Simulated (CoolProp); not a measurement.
Vapour-liquid equilibrium of carbon dioxide (1) + propylene (2) at 245.4 K; x and y are mole fractions of (1).

Model: multi-fluid Helmholtz-energy mixture model, Span 1996 and Lemmon 2013; pair parameters Bell 2016, in CoolProp.

```csv
x,"bubble pressure, mixture model (MPa)","bubble pressure, Raoult's law (MPa)","y, mixture model","y, Raoult's law"
0.05,0.3485,0.2959,0.351,0.260
0.2,0.6575,0.4922,0.683,0.625
0.35,0.8939,0.6884,0.789,0.782
0.5,1.072,0.8846,0.845,0.870
0.65,1.216,1.081,0.886,0.925
0.8,1.350,1.277,0.926,0.964
0.95,1.490,1.473,0.978,0.992
```

The largest gap from Raoult's law is +33.6 % in bubble pressure, at x = 0.2. No azeotrope shows between x = 0.05 and 0.95.

The pair parameters rest on a limited set of measurements; away from them the model extrapolates.
